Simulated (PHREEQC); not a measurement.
Model water analysis in mg/kgw, 25 °C, pH 6.87, pe 12.3:

```
constituent         mg/kgw
------------------  ------
Na                    2060
K                      153
Ca                     121
Mg                    71.9
Cl                    2920
S(6) as SO4            985
Alkalinity as HCO3     196
Zn                    2.39
Li                    6.48
```

Valence states are taken as typed.

All values are PHREEQC results (ion-association model, wateq4f.dat), not measurements.

Task: The ionic strength comes out as 0.115 mol/kgw. What activity coefficients do NaCO3-, Zn+2, ZnCl+, ZnHCO3+, Li+ get?

Result: NaCO3- 0.78, Zn+2 0.38, ZnCl+ 0.76, ZnHCO3+ 0.77, Li+ 0.79.

This is a speciation only: nothing precipitates in the calculation. Complexes and solids missing from the database can't appear.
